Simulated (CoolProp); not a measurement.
Vapour-liquid equilibrium of R22 (1) + R11 (2) at 0.0198 MPa; x and y are mole fractions of (1).

Model: multi-fluid Helmholtz-energy mixture model, Kamei 1995 and Jacobsen 1992; pair parameters Bell 2016, in CoolProp.

Give the bubble temperature and the first vapour's composition at x = 0.25, 0.65, 0.95. Is there an azeotrope?

x = 0.25: 217.6 K, y = 0.928; x = 0.65: 207.7 K, y = 0.979; x = 0.95: 203.4 K, y = 0.997. No azeotrope shows between x = 0.05 and 0.95.

The pair parameters rest on a limited set of measurements; away from them the model extrapolates.
